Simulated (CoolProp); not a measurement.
Computed with CoolProp (reference Helmholtz-energy equation of state, Setzmann 1991).

**Question.** For methane, give the phase and the density (kg/m³), isothermal compressibility (1/MPa), expansivity (1/kK), conductivity (mW/(m K)) at 173.6 K and 7.21 MPa; 284.8 K and 11.8 MPa.

**Answer.** 
- 173.6 K and 7.21 MPa: liquid; density 324, isothermal compressibility 0.0117, expansivity 7.32, conductivity 109
- 284.8 K and 11.8 MPa: supercritical; density 100, isothermal compressibility 0.0967, expansivity 7.28, conductivity 47.5

Thermal conductivity comes from a separate model (Friend 1989).
